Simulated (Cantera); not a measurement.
Input: 1 mol BaF2, 0.034 mol HF, 26 mol N2, held at 1475 K and 0.465 Torr.

Method: chemical equilibrium by Gibbs-energy minimisation in Cantera with the NASA 1993 tables (ideal gas, pure condensed phases). Candidate condensed phases: Ba, BaF2; 24 gas species. Equilibrium is a limit: real reactors are often held back by kinetics, nucleation or transport.

Base state: N2 0.968, BaF2 0.0309, HF 0.00127 (mole fractions); condensed: BaF2(s).

Q: What changes in the equilibrium state with this change: temperature from 1475 K to 950 K?

A: 
| species | before | after |
|---|---|---|
| N2 | 0.968 | 0.999 |
| HF | 0.00127 | 0.00131 |
| BaF2 | 0.0309 | 1.31e-9 |
| BaF2(s), mol | 0.169 | 1.00 |

Q: What changes in the equilibrium state with this change: pressure from 0.465 Torr to 100 Torr?

A: 
| species | before | after |
|---|---|---|
| N2 | 0.968 | 0.999 |
| HF | 0.00127 | 0.00131 |
| BaF2 | 0.0309 | 0.000144 |
| BaF2(s), mol | 0.169 | 0.996 |
